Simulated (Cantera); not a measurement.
A closed system holds: 1 mol c-C4F8, 0.022 mol F2, 0.43 mol H2, equilibrated at 727 °C and 16.0 Pa.

Equilibrium computed with Cantera from the NASA thermochemical tables; the gas is ideal and each condensed phase is pure. Candidate condensed phases: C, C6H6, C7H8, C8H18; 95 gas species. The feed counts by its element totals alone. Gases not in the tables: C2F6 and larger saturated fluorocarbons. The numbers say what is thermodynamically allowed, not how fast it happens.

Base state: CF4 0.676, HF 0.324 (mole fractions); condensed: C(graphite).

Question: What changes in the equilibrium state with this change: H2 from 0.43 to 0.97 mol?

Answer: 
```tsv
species	before	after
HF	0.324	0.560
CF4	0.676	0.440
C(graphite), mol	2.20	2.47
```

Question: What changes in the equilibrium state with this change: H2 from 0.43 to 14 mol?

Answer: 
```csv
species,before,after
H2,<1e-9,0.554
HF,0.324,0.446
CF4,0.676,<1e-9
"C(graphite), mol",2.20,4.00
```
